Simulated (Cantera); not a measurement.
What does this Cantera script print?

```python
import numpy as np
import cantera as ct

gas = ct.Solution("gri30.yaml")
gas.TPX = 323, 1000000, {'CO': 1, 'H2': 0.04, 'CH4': 0.092, 'O2': 1.07, 'N2': 4.01, 'CO2': 0.68}
inlet = ct.Reservoir(gas, clone=True)
gas.equilibrate("HP")  # start burning
reactor = ct.IdealGasConstPressureReactor(gas, energy="on", clone=False)
exhaust = ct.Reservoir(gas, clone=True)
tau = [0.026, 0.013, 0.0066, 0.0033, 0.0017, 0.00084, 0.00042, 0.00021, 0.00011, 5.3e-05][0]
for a, b in ((inlet, reactor), (reactor, exhaust)):
    ct.MassFlowController(a, b, mdot=lambda t: reactor.mass / tau)
net = ct.ReactorNet([reactor])
show = ['CO', 'H2', 'CH4', 'HCO', 'O2', 'CH2', 'HCN']

rows = []
print(f"{'tau/s':>10s}{'T/K':>9s}" + "".join(f"{s:>11s}" for s in show))
for tau in [0.026, 0.013, 0.0066, 0.0033, 0.0017, 0.00084, 0.00042, 0.00021, 0.00011, 5.3e-05]:
    net.initial_time = 0.0
    net.advance(30 * tau)
    before = gas.X
    net.advance(40 * tau)
    drift = np.max(np.abs(gas.X - before) / (gas.X + 1e-9))
    rows.append([gas.T, *gas[show].X, drift])
    print(f"{tau:10.3e}{gas.T:9.1f}" + "".join(f"{x:11.3e}" for x in gas[show].X))
```

It prints:

```
     tau/s      T/K         CO         H2        CH4        HCO         O2        CH2        HCN
 2.600e-02   1796.1  1.128e-03  2.116e-05  2.916e-06  2.358e-09  5.784e-02  4.077e-09  2.870e-09
 1.300e-02   1791.2  1.785e-03  3.252e-05  4.668e-06  4.724e-09  5.812e-02  7.518e-09  3.321e-09
 6.600e-03   1783.8  2.800e-03  4.965e-05  7.389e-06  9.357e-09  5.857e-02  1.335e-08  3.751e-09
 3.300e-03   1771.9  4.444e-03  7.643e-05  1.189e-05  1.891e-08  5.931e-02  2.334e-08  4.054e-09
 1.700e-03   1754.2  6.934e-03  1.150e-04  1.905e-05  3.727e-08  6.045e-02  3.855e-08  4.127e-09
 8.400e-04   1723.7  1.124e-02  1.765e-04  3.274e-05  7.718e-08  6.245e-02  6.285e-08  3.986e-09
 4.200e-04   1670.0  1.890e-02  2.718e-04  6.216e-05  1.597e-07  6.609e-02  9.494e-08  3.630e-09
 2.100e-04    323.0  1.451e-01  5.804e-03  1.335e-02 -4.844e-35  1.553e-01 -5.089e-40 -5.605e-22
 1.100e-04    323.0  1.451e-01  5.804e-03  1.335e-02 -2.780e-38  1.553e-01 -3.386e-42 -2.508e-25
 5.300e-05    323.0  1.451e-01  5.804e-03  1.335e-02  3.513e-41  1.553e-01 -1.133e-47 -1.584e-26
```

Model: GRI-Mech 3.0 (53 species, 325 reactions), integrated in Cantera.
